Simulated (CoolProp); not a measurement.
Vapour-liquid equilibrium of acetone (1) + ethanol (2) at 0.00181 bar; x and y are mole fractions of (1).

Values from CoolProp's multi-fluid Helmholtz-energy mixture model, Lemmon 2006 and Schroeder 2014; pair parameters Bell 2016.

| x | bubble temperature (°C) | y at the bubble point | dew temperature at overall composition x (°C) | liquid density (mol/L) |
|---|---|---|---|---|
| 0.05 | -37.5 | 0.624 | -28.1 | 17.98 |
| 0.125 | -44.3 | 0.824 | -28.9 | 17.79 |
| 0.2 | -47.7 | 0.885 | -29.9 | 17.55 |
| 0.275 | -49.7 | 0.913 | -30.9 | 17.29 |
| 0.35 | -51.0 | 0.928 | -32.0 | 17.03 |
| 0.425 | -51.9 | 0.939 | -33.3 | 16.77 |
| 0.5 | -52.6 | 0.946 | -34.7 | 16.51 |
| 0.575 | -53.2 | 0.953 | -36.3 | 16.26 |
| 0.65 | -53.8 | 0.959 | -38.2 | 16.02 |
| 0.725 | -54.3 | 0.966 | -40.4 | 15.79 |
| 0.8 | -54.8 | 0.973 | -43.2 | 15.57 |
| 0.875 | -55.4 | 0.982 | -47.1 | 15.35 |
| 0.95 | -56.1 | 0.992 | -53.0 | 15.15 |

No azeotrope shows between x = 0.05 and 0.95.

Pair parameters are fitted to limited data, so mixtures are less certain than the pure fluids.
